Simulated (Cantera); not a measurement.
Charge: 1 mol Si₃N₄, 180 mol H₂, 46 mol N₂.

Equilibrium computed with Cantera from the NASA thermochemical tables; the gas is ideal and each condensed phase is pure. Candidate condensed phases: Si, Si₃N₄; 18 gas species. Mutual solubility and eutectic melting of coexisting phases are not modelled. The numbers say what is thermodynamically allowed, not how fast it happens.

Question: What condenses at these points (T in K, P in Pa): (1798, 1); (1648, 10000); (1648, 320); (1598, 3200); (1698, 320); (1673, 1000); (1598, 10000)?

Answer: 
| T (K) | P in Pa | condensed phases | Si condensed (%) |
|---|---|---|---|
| 1798 | 1 | gas only | 0.0 |
| 1648 | 10000 | Si₃N₄ | 100.0 |
| 1648 | 320 | Si + Si₃N₄ | 99.2 |
| 1598 | 3200 | Si₃N₄ | 100.0 |
| 1698 | 320 | Si | 98.1 |
| 1673 | 1000 | Si₃N₄ | 99.7 |
| 1598 | 10000 | Si₃N₄ | 100.0 |
